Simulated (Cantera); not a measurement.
Input: 1 mol CH₃SiH₃, a varied amount of HCl, 130 mol H₂, at 2250 K and 1.33 mbar.

These are equilibrium values from Cantera (NASA tables, ideal gas, pure condensed phases), not measurements of a reactor. Candidate condensed phases: C, C₆H₆, C₇H₈, C₈H₁₈, Si, SiC; 109 gas species. The feed counts by its element totals alone. The tables' values for SiCl are old estimates; treat these amounts as uncertain. Kinetics and transport are ignored.

x: gas mole fraction; nothing condenses.

```json
[
 {"n(HCl) (mol)": "0.5", "x H₂": "0.805", "x H": "0.182", "x HCl": "0.00289", "x Si": "0.00591", "x Cl": "0.000475"},
 {"n(HCl) (mol)": "0.68", "x H₂": "0.804", "x H": "0.182", "x HCl": "0.00393", "x Si": "0.00590", "x Cl": "0.000646"},
 {"n(HCl) (mol)": "0.91", "x H₂": "0.802", "x H": "0.182", "x HCl": "0.00525", "x Si": "0.00588", "x Cl": "0.000863"},
 {"n(HCl) (mol)": "1.2", "x H₂": "0.801", "x H": "0.182", "x HCl": "0.00691", "x Si": "0.00587", "x Cl": "0.00114"},
 {"n(HCl) (mol)": "1.7", "x H₂": "0.798", "x H": "0.182", "x HCl": "___", "x Si": "0.00584", "x Cl": "___"},
 {"n(HCl) (mol)": "2.2", "x H₂": "0.795", "x H": "0.181", "x HCl": "___", "x Si": "0.00581", "x Cl": "___"},
 {"n(HCl) (mol)": "3", "x H₂": "0.790", "x H": "0.181", "x HCl": "0.0170", "x Si": "0.00576", "x Cl": "0.00282"}
]
```

Question: Fill in the missing entries.

Answer: 
- 2.2, x HCl: 0.0126
- 2.2, x Cl: 0.00207
- 1.7, x HCl: 0.00974
- 1.7, x Cl: 0.00161
